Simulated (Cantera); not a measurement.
# Thermodynamics of halide evaporation, hydrolysis and transport, feed KCl + HCl + H2

Feed: 1 mol KCl, 1.1 mol HCl, 0.1 mol H2, held at 21.0 mbar.

Cantera equilibrium calculation (NASA polynomials, part measured and part estimated; ideal gas, pure solids and liquids). Candidate condensed phases: K, KCl; 10 gas species. Kinetics and transport are ignored.

From 775 K to 925 K the condensed part is KCl(s). At 1075 K the condensed part is KCl(l). From 1225 K to 1975 K nothing is condensed. The main K-bearing gas is KCl throughout.

```
T (K)  x HCl     x KCl   x K2Cl2    x H2      x Cl       x H  n KCl(s)  n KCl(l)
-----  -----  --------  --------  ------  --------  --------  --------  --------
775    0.917   3.96e-6   6.28e-7  0.0833  2.29e-11  1.98e-12     1.000         0
925    0.916  0.000817  0.000260  0.0832   5.49e-9  5.18e-10     0.998         0
1075   0.873    0.0326    0.0149  0.0794   2.84e-7   2.85e-8         0     0.921
1225   0.551     0.297     0.102  0.0501   4.56e-6   4.81e-7         0         0
1375   0.514     0.411    0.0281  0.0468   4.66e-5   5.11e-6         0         0
1525   0.503     0.444   0.00694  0.0459  0.000307   3.50e-5         0         0
1675   0.499     0.451   0.00202  0.0461   0.00145  0.000172         0         0
1825   0.494     0.452  0.000708  0.0476   0.00525  0.000663         0         0
1975   0.481     0.450  0.000288  0.0512    0.0150   0.00214         0         0
```
x: gas mole fraction; n: condensed amount in mol.
